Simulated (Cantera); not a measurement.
A diamond (100) surface in a fixed gas of H2 with x(CH4) = 0.013, x(H) = 0.00028, at 1400 K, 27000 Pa; coverages are run to steady state.

Cantera simulation using the Harris–Goodwin 1993 mechanism for the reconstructed diamond (100) surface; the numbers are that mechanism's predictions, not measurements.

One state of this run: growth (µm/h) = 0.256; θ c6HH = 0.546; θ c6H* = 0.0435; θ c6*H = 0.398; θ c6** = 0.0116; θ c6HM = 3.88e-5. θ: site fractions in the mechanism's names (c6HH fully hydrogenated, c6H* and c6*H radical sites, c6** diradical, c6HM methylated).

Problem. Which value of x(CH3) does it belong to?
A. 3.8e-05
B. 0.00016
C. 2.1e-06
D. 4.3e-06

Solution. A, 3.8e-05
